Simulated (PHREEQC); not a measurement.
Buffer: an equilibrium model

Dissolve 0.3 mol H3PO4, 0.16 mol NaF and 0.13 mol KCl per kg of water at 78 °C. Closed to the air; pH follows from the charge balance.

The numbers come from PHREEQC with the ion-association model, phreeqc.dat.

This is a speciation only: nothing precipitates in the calculation.

Estimate the pH, specific conductance, density.

pH 2.23; specific conductance 64100 µS/cm; density 1.000 g/cm³.

In which forms is P present?

H2PO4- 51 %, H3PO4 49 % of the P.

Constants without temperature data keep their 25 °C values here.
